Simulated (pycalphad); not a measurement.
Source of the numbers: pycalphad with the COST 507 light-alloy database (1999); pressure 1 atm. No gas phase is included, though pure Mg would boil below 1650 K. The data set is of 1999 and partly superseded. Diffusion is slow at the low end, where real alloys seldom reach equilibrium.

Molar enthalpy of Al-3.91Mg-1.02Si (at.%) in equilibrium (SER reference):

| T (K) | H (kJ/mol) | phases |
|---|---|---|
| 1650 | 51.44 | LIQUID |
| 1570 | 48.90 | LIQUID |
| 1490 | 46.35 | LIQUID |
| 1410 | 43.81 | LIQUID |
| 1330 | 41.26 | LIQUID |
| 1250 | 38.72 | LIQUID |
| 1170 | 36.17 | LIQUID |
| 1090 | 33.63 | LIQUID |
| 1010 | 31.09 | LIQUID |
| 970 | 29.82 | LIQUID |
| 930 | 28.54 | LIQUID |
| 850 | 15.10 | FCC_A1 + MG2SI |
| 810 | 13.71 | FCC_A1 + MG2SI |
| 770 | 12.41 | FCC_A1 + MG2SI |
| 690 | 10.00 | FCC_A1 + MG2SI |
| 610 | 7.71 | FCC_A1 + MG2SI |
| 530 | 5.50 | FCC_A1 + MG2SI |
| 450 | 3.35 | FCC_A1 + MG2SI |
| 370 | 1.22 | FCC_A1 + MG2SI + ALMG_BETA |

Cooling from 930 K to 850 K, across the freezing range, releases 13.4 kJ/mol, or 500 J/g. The slope is 32 J/(mol K) in the liquid and 35 J/(mol K) just below the solidus, where it includes any heat of precipitation. Liquidus 910 K, solidus 868 K. Changes were sought between steps of 40 K, so a narrower field can be missed.

Database names, with the compositions (at.%) that they take in these runs: MG2SI: Mg 67 Si 33; ALMG_BETA: Al 61 Mg 39. FCC_A1 is fcc.
